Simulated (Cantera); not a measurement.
Feed: 1 mol SiHCl3, 0.15 mol C3H8, 2 mol H2, 0.059 mol CH4, held at 2100 °C and 0.300 bar.

Equilibrium computed with Cantera from the NASA thermochemical tables; the gas is ideal and each condensed phase is pure. Candidate condensed phases: C, C6H6, C7H8, C8H18, Si, SiC; 109 gas species. The tables' values for SiCl3, SiCl are old estimates; treat these amounts as uncertain. Gases not in the tables: Si2H6 and higher silanes. Equilibrium is a limit: real reactors are often held back by kinetics, nucleation or transport.

Base state: H2 0.460, HCl 0.401, SiCl2 0.102, H 0.0173, Cl 0.0108, C2H2 (acetylene) 0.00274, SiCl3 0.00254, SiCl 0.00218 (mole fractions); condensed: SiC(s).

**Question.** What changes in the equilibrium state with this change: pressure from 0.300 bar to 1.33 mbar?

**Answer.** 
```tsv
species	before	after
H2	0.460	0.263
HCl	0.401	0.255
H	0.0173	0.196
SiC2	0.000176	0.0159
Si	0.00104	0.0900
Cl	0.0108	0.136
SiCl	0.00218	0.0106
SiCl2	0.102	0.0278
SiHCl3	3.74e-5	2.87e-8
SiCl4	4.49e-5	3.83e-8
SiC(s), mol	0.480	0
C(graphite), mol	0	0.254
```
The tables' values for SiCl, SiCl3 are old estimates; treat these amounts as uncertain.
